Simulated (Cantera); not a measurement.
A closed system holds: 1 mol MgO, 1.7 mol H₂S, 0.51 mol H₂O, equilibrated at 1348.15 K and 750000 Pa.

Cantera equilibrium calculation (NASA polynomials, part measured and part estimated; ideal gas, pure solids and liquids). Candidate condensed phases: H₂O, H₂SO₄, Mg, MgO, Mg(OH)₂, MgS, MgSO₄, S; 26 gas species. Rates play no part.

Base state: H₂S 0.611, H₂O 0.217, H₂ 0.114, S₂ 0.0564, SH 0.000665, SO₂ 0.000192, S₂O 0.000137, SO 1.17e-5 (mole fractions); condensed: MgO(s).

Task: What changes in the equilibrium state with this change: pressure from 750000 Pa to 1330 Pa?

Result: 
```
species       before     after
-----------  -------  --------
H₂             0.114     0.422
S₂            0.0564     0.210
H₂S            0.611     0.184
H₂O            0.217     0.181
S            4.97e-7   2.27e-5
H            2.86e-7   1.31e-5
SO           1.17e-5  0.000121
MgO(s), mol     1.00      1.00
```
